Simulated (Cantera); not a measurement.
A closed system holds: 1 mol MgCO3, 9.6 mol H2, 0.18 mol C, equilibrated at 0.00990 bar.

These are equilibrium values from Cantera (NASA tables, ideal gas, pure condensed phases), not measurements of a reactor. Candidate condensed phases: C, C6H6, C7H8, C8H18, H2O, Mg, MgCO3, MgO, Mg(OH)2; 116 gas species. The numbers say what is thermodynamically allowed, not how fast it happens. All values below are at 727 °C.

Base state: H2 0.826, CO 0.0984, H2O 0.0650, CO2 0.0111 (mole fractions); condensed: MgO(s).

Task: What changes in the equilibrium state with this change: pressure from 0.00990 bar to 4.90 bar?

Result: 
| species | before | after |
|---|---|---|
| H2 | 0.826 | 0.718 |
| H2O | 0.0650 | 0.155 |
| CH4 | 3.15e-6 | 0.0788 |
| CO | 0.0984 | 0.0366 |
| CO2 | 0.0111 | 0.0114 |
| MgO(s), mol | 1.00 | 1.00 |
